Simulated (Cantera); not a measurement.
A jet of H2 : O2 : N2 = 0.032 : 0.11 : 0.79 (molar parts), equivalence ratio 0.15 at 300 K and 0.0570 bar hits a platinum plate 4.3 cm away at a mass flux of 0.021 kg/m²/s; the plate temperature is set and raised in steps from an oxygen-covered start.

Cantera simulation using Deutschmann's 1995 Pt surface mechanism with GRI-Mech 3.0 gas chemistry; the numbers are that mechanism's predictions, not measurements. Catalytic surfaces can have several steady states; this one follows from the mechanism file's or the stated starting coverage.

One state of this run: wall x H2 = 0.00139; wall x O2 = 0.0837; wall x H2O = 0.0615; wall x OH = 1.93e-8; θ free Pt = 0.178; θ O* = 0.821; θ OH* = 0.00189. x: mole fraction at the wall; θ: surface coverage.

**Question.** Which value of plate T (K) does it belong to?
A. 850
B. 750
C. 950
D. 800

**Answer.** A, 850
